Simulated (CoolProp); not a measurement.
Vinyl chloride at several states: density (kg/m³) from the reference equation and from simpler models built on Tc = 151.9 °C, pc = 5.600 MPa, ω = 0.160; each cubic takes its own stable root.

Model: reference Helmholtz-energy equation of state, Thol 2022, in CoolProp.

```json
[
 {"T (°C)": "72.25", "p (MPa)": "0.46", "phase": "gas", "reference": "10.58", "Redlich-Kwong": "10.56", "Soave-Redlich-Kwong": "10.59", "Peng-Robinson": "10.63"},
 {"T (°C)": "143.85", "p (MPa)": "3.4", "phase": "gas", "reference": "83.83", "Redlich-Kwong": "83.63", "Soave-Redlich-Kwong": "83.87", "Peng-Robinson": "86.42"},
 {"T (°C)": "83.15", "p (MPa)": "0.0105", "phase": "gas", "reference": "0.2218", "Redlich-Kwong": "0.2218", "Soave-Redlich-Kwong": "0.2218", "Peng-Robinson": "0.2218"},
 {"T (°C)": "26.15", "p (MPa)": "0.0302", "phase": "gas", "reference": "0.7625", "Redlich-Kwong": "0.7622", "Soave-Redlich-Kwong": "0.7624", "Peng-Robinson": "0.7626"}
]
```
